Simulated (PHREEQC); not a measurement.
Dissolve 0.0012 mol/kgw HNO3, 0.0063 mol/kgw CaCl2 and 0.0029 mol/kgw MnSO4 at 15 °C. Closed to the air; pH follows from the charge balance.

Computed with PHREEQC (ion-association model, phreeqc.dat).

```csv
quantity,before,after
pH,3.02,3.66
ionic strength (mol/kgw),0.0282,0.00602
Ca+2 (mol/kgw),0.00573,0.00121
SO4-2 (mol/kgw),0.00201,0.000499
CaSO4 (mol/kgw),0.000562,5.25e-5
HSO4- (mol/kgw),9.71e-5,6.73e-6
SI of Gypsum (CaSO4:2H2O),-0.88,-1.91
```

Problem. What was changed between the two runs?
A. diluted 5-fold with water
B. temperature from 15 to 45 °C
C. diluted 2-fold with water
D. MnSO4 from 0.0029 to 0.029 mol/kgw
E. 0.0089 mol/kgw KCl added

Solution. A, diluted 5-fold with water

This is a speciation only: nothing precipitates in the calculation.
